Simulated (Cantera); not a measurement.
Silicon oxide and oxynitride deposition: HMDSO + O₂

Input: 1 mol HMDSO, 0.34 mol O₂, at 150 Torr.

Cantera equilibrium calculation (NASA polynomials, part measured and part estimated; ideal gas, pure solids and liquids). Candidate condensed phases: C, C₆H₆, C₇H₈, C₈H₁₈, H₂O, Si, SiC, SiO₂; 123 gas species. The feed counts by its element totals alone. Mutual solubility and eutectic melting of coexisting phases are not modelled. The tables hold silica as quartz up to 1696 K and as liquid above; real silica turns to tridymite and cristobalite and melts near 1996 K. The numbers say what is thermodynamically allowed, not how fast it happens.

From 525 K to 825 K the condensed part is C(graphite) + SiC(s) + SiO₂(α-quartz). From 900 K to 1425 K the condensed part is C(graphite) + SiC(s) + SiO₂(β-quartz).

| T (K) | x H₂ | x CH₄ | x CO | x SiO | n C(graphite) | n SiC(s) | n SiO₂(α-quartz) | n SiO₂(β-quartz) |
|---|---|---|---|---|---|---|---|---|
| 525 | 0.0686 | 0.931 | <1e-12 | <1e-12 | 0.500 | 1.16 | 0.840 | 0 |
| 600 | 0.205 | 0.795 | <1e-12 | <1e-12 | 0.855 | 1.16 | 0.840 | 0 |
| 675 | 0.439 | 0.561 | <1e-12 | <1e-12 | 1.60 | 1.16 | 0.840 | 0 |
| 750 | 0.693 | 0.307 | 2.98e-12 | <1e-12 | 2.73 | 1.16 | 0.840 | 0 |
| 825 | 0.865 | 0.135 | 2.60e-10 | <1e-12 | 3.77 | 1.16 | 0.840 | 0 |
| 900 | 0.944 | 0.0557 | 1.07e-8 | <1e-12 | 4.37 | 1.16 | 0 | 0.840 |
| 975 | 0.976 | 0.0239 | 2.44e-7 | 1.57e-11 | 4.63 | 1.16 | 0 | 0.840 |
| 1050 | 0.989 | 0.0112 | 3.56e-6 | 4.62e-10 | 4.74 | 1.16 | 0 | 0.840 |
| 1125 | 0.994 | 0.00570 | 3.61e-5 | 8.59e-9 | 4.79 | 1.16 | 0 | 0.840 |
| 1200 | 0.997 | 0.00314 | 0.000272 | 1.10e-7 | 4.81 | 1.16 | 0 | 0.839 |
| 1275 | 0.997 | 0.00184 | 0.00161 | 1.04e-6 | 4.80 | 1.17 | 0 | 0.833 |
| 1350 | 0.991 | 0.00113 | 0.00781 | 7.61e-6 | 4.72 | 1.20 | 0 | 0.805 |
| 1425 | 0.967 | 0.000705 | 0.0319 | 4.49e-5 | 4.39 | 1.31 | 0 | 0.691 |
x: gas mole fraction; n: condensed amount in mol.
